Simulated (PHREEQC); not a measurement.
Dissolve 20 mmol/kgw NH4HF2, 4.6 mmol/kgw (NH4)2SiF6 and 1.3 mmol/kgw H3PO4 at 80 °C. Closed to the air; pH follows from the charge balance.

Model: ion-association model, phreeqc.dat, run in PHREEQC.

```json
[
 {"quantity": "pH", "before": "3.52", "after": "3.55"},
 {"quantity": "ionic strength (mol/kgw)", "before": "0.0341", "after": "0.00326"},
 {"quantity": "HF (mol/kgw)", "before": "0.0194", "after": "0.00348"},
 {"quantity": "F- (mol/kgw)", "before": "0.0177", "after": "0.00298"},
 {"quantity": "HF2- (mol/kgw)", "before": "0.00147", "after": "4.45e-5"},
 {"quantity": "SI of Quartz (SiO2)", "before": "-2.58", "after": "-0.07"}
]
```

Problem. Which change was made?
(A) diluted 10-fold with water
(B) NH4HF2 from 0.02 to 0.2 mol/kgw
(C) H3PO4 from 0.0013 to 0.00013 mol/kgw
(D) NH4HF2 from 0.02 to 0.002 mol/kgw

Solution. A, diluted 10-fold with water

This is a speciation only: nothing precipitates in the calculation. Constants without temperature data keep their 25 °C values here. SiF6-2 is the database's only silicon fluoride.
